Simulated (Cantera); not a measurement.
Input: 1 mol TiCl4, 0.37 mol C3H8, 14 mol H2, equilibrated at 0.100 bar.

Method: chemical equilibrium by Gibbs-energy minimisation in Cantera with the NASA 1993 tables (ideal gas, pure condensed phases). Candidate condensed phases: C, C6H6, C7H8, C8H18, Ti, TiC, TiCl2, TiCl3, TiCl4; 96 gas species. TiC: taken at fixed stoichiometry. Equilibrium is a limit: real reactors are often held back by kinetics, nucleation or transport. All values below are at 1348 K.

Base state: H2 0.782, HCl 0.213, TiCl3 0.00287, TiCl4 0.00211, CH4 0.000357 (mole fractions); condensed: C(graphite) + TiC(s).

What changes in the equilibrium state with this change: TiCl4 replaced by Ti?


| species | before | after |
|---|---|---|
| H2 | 0.782 | 0.999 |
| CH4 | 0.000357 | 0.000583 |
| HCl | 0.213 | 0 |
| TiCl3 | 0.00287 | 0 |
| TiCl4 | 0.00211 | 0 |
| C(graphite), mol | 0.191 | 0.101 |
| TiC(s), mol | 0.913 | 1.00 |
